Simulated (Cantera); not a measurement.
Charge: 1 mol H₂O, 0.045 mol SO₂, 0.85 mol N₂, equilibrated at 600 °C and 1 atm.

Method: chemical equilibrium by Gibbs-energy minimisation in Cantera with the NASA 1993 tables (ideal gas, pure condensed phases). Candidate condensed phases: H₂O, H₂SO₄, S; 35 gas species. Rates play no part.

Base state: H₂O 0.528, N₂ 0.449, SO₂ 0.0237 (mole fractions); condensed: gas only.

Problem. What changes in the equilibrium state with this change: temperature from 600 °C to 2902 °C?

Solution. 
```tsv
species	before	after
N₂	0.449	0.369
H₂O	0.528	0.255
H₂	3.82e-7	0.107
H	<1e-9	0.0853
OH	<1e-9	0.0767
O	<1e-9	0.0367
O₂	<1e-9	0.0343
NO	<1e-9	0.0161
SO₂	0.0237	0.0113
SO	<1e-9	0.00738
S	<1e-9	0.000957
```
